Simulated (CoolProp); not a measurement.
Carbon dioxide along the isotherm -51.55 °C: Z from the reference equation and from simpler models built on Tc = 31.0 °C, pc = 7377 kPa, ω = 0.224; each cubic takes its own stable root.

Values from CoolProp's reference Helmholtz-energy equation of state, Span 1996.

```json
[
 {"p (kPa)": "11.7", "phase": "gas", "reference": "0.9985"},
 {"p (kPa)": "18.8", "phase": "gas", "reference": "0.9975"},
 {"p (kPa)": "30.4", "phase": "gas", "reference": "0.9960"},
 {"p (kPa)": "49.2", "phase": "gas", "reference": "0.9935"},
 {"p (kPa)": "79.5", "phase": "gas", "reference": "0.9894"},
 {"p (kPa)": "128", "phase": "gas", "reference": "0.9828"},
 {"p (kPa)": "207", "phase": "gas", "reference": "0.9719"},
 {"p (kPa)": "335", "phase": "gas", "reference": "0.9537"},
 {"p (kPa)": "541", "phase": "gas", "reference": "0.9229"},
 {"p (kPa)": "875", "phase": "liquid", "reference": "0.01800"},
 {"p (kPa)": "1410", "phase": "liquid", "reference": "0.02898"},
 {"p (kPa)": "2280", "phase": "liquid", "reference": "0.04679"},
 {"p (kPa)": "3690", "phase": "liquid", "reference": "0.07552"}
]
```

Question: How far does each simpler model (van der Waals, Redlich-Kwong, Soave-Redlich-Kwong, Peng-Robinson) lie from the reference over these 13 states: mean and median of the absolute difference, and the worst?

Answer: 
- van der Waals: mean 617.2 %, median 1.1 %, worst +5012.2 % at -51.55 °C and 875 kPa
- Redlich-Kwong: mean 376.9 %, median 0.5 %, worst +4859.4 % at -51.55 °C and 875 kPa
- Soave-Redlich-Kwong: mean 2.8 %, median 0.3 %, worst +8.7 % at -51.55 °C and 875 kPa
- Peng-Robinson: mean 1.3 %, median 0.1 %, worst -4.3 % at -51.55 °C and 3690 kPa

At some of these states van der Waals, Redlich-Kwong gives the other phase, because its saturation line lies elsewhere.
